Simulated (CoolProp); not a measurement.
Vapour-liquid equilibrium of ethanol (1) + n-octane (2) at 372.5 K; x and y are mole fractions of (1).

Model: multi-fluid Helmholtz-energy mixture model, Schroeder 2014 and Beckmüller 2019; pair parameters Bell 2016, in CoolProp.

| x | bubble pressure, mixture model (MPa) | bubble pressure, Raoult's law (MPa) | y, mixture model | y, Raoult's law |
|---|---|---|---|---|
| 0.05 | 0.1011 | 0.05454 | 0.553 | 0.201 |
| 0.15 | 0.1618 | 0.07188 | 0.732 | 0.457 |
| 0.25 | 0.1875 | 0.08921 | 0.776 | 0.614 |
| 0.35 | 0.1980 | 0.1065 | 0.794 | 0.720 |
| 0.45 | 0.2028 | 0.1239 | 0.802 | 0.796 |
| 0.55 | 0.2062 | 0.1412 | 0.810 | 0.854 |
| 0.65 | 0.2099 | 0.1586 | ___ | 0.899 |
| 0.75 | 0.2142 | 0.1759 | 0.843 | 0.935 |
| 0.85 | ___ | 0.1932 | 0.881 | 0.964 |
| 0.95 | ___ | 0.2106 | 0.949 | 0.989 |

Problem. Some entries are withheld; supply them.

Solution. 
- 0.65, y, mixture model: 0.822
- 0.85, bubble pressure, mixture model (MPa): 0.2184
- 0.95, bubble pressure, mixture model (MPa): 0.2203

The largest gap from Raoult's law is +125.1 % in bubble pressure, at x = 0.15. y crosses x between x = 0.85 and 0.95: the model has an azeotrope there.

Pair parameters are fitted to limited data, so mixtures are less certain than the pure fluids. With so large a gap from Raoult's law the liquid may split in two, which this calculation doesn't test in full.
